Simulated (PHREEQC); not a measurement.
Solution (25 °C): 0.00049 mol/kgw Ba(OH)2, 6.1e-06 mol/kgw Sr(OH)2 and 0.00016 mol/kgw CdCl2. Closed to the air; pH follows from the charge balance.

Model: ion-association model, wateq4f.dat, run in PHREEQC.

No solid was allowed to form.

Task: Estimate the pH, ionic strength.

Result: pH 10.84; ionic strength 0.00154 mol/kgw.

Task: In which forms is Cl present?

Result: Cl- 99 %, CdOHCl 1.4 % of the Cl.

Examples of supersaturated solids here: Cd(OH)2. Others may be too.
